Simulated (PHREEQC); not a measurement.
Solution (25 °C): 0.13 mol/kgw HF, 0.0053 mol/kgw (NH4)2SiF6 and 0.0011 mol/kgw H3PO4. Closed to the air; pH follows from the charge balance.

All values are PHREEQC results (ion-association model, phreeqc.dat), not measurements.

No solid was allowed to form.

**Question.** Predict the pH.

**Answer.** pH 1.96.

**Question.** In which forms is F present?

**Answer.** HF 71 %, SiF6-2 20 %, F- 5.1 %, HF2- 4.5 % of the F.

SiF6-2 is the database's only silicon fluoride.
